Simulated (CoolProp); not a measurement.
The fluid at 554.68 K and 0.327 MPa (stagnation) flows isentropically through a choked orifice. The same conditions are run with several fluids, on thermodynamics alone (safety and materials aside).

Computed with CoolProp (reference Helmholtz-energy equation of state of each fluid (octamethyltrisiloxane (MDM): Thol 2017; hexamethyldisiloxane (MM): Thol 2016; carbonyl sulfide: Lemmon 2006; oxygen: Schmidt 1985; propylene glycol: Eisenbach 2021)).

### Question
Rank octamethyltrisiloxane (MDM), hexamethyldisiloxane (MM), carbonyl sulfide, oxygen, propylene glycol by throat to inlet pressure ratio, highest first.

### Answer
octamethyltrisiloxane (MDM) (0.614), hexamethyldisiloxane (MM) (0.607), propylene glycol (0.601), carbonyl sulfide (0.564), oxygen (0.533)

```tsv
fluid	mass flux (kg/(m² s))	throat temperature (K)
octamethyltrisiloxane (MDM)	1460	549.1
hexamethyldisiloxane (MM)	1200	547.4
carbonyl sulfide	767	503.6
oxygen	585	469.0
propylene glycol	825	542.9
```

Above 300 K oxygen's equation is extrapolated.
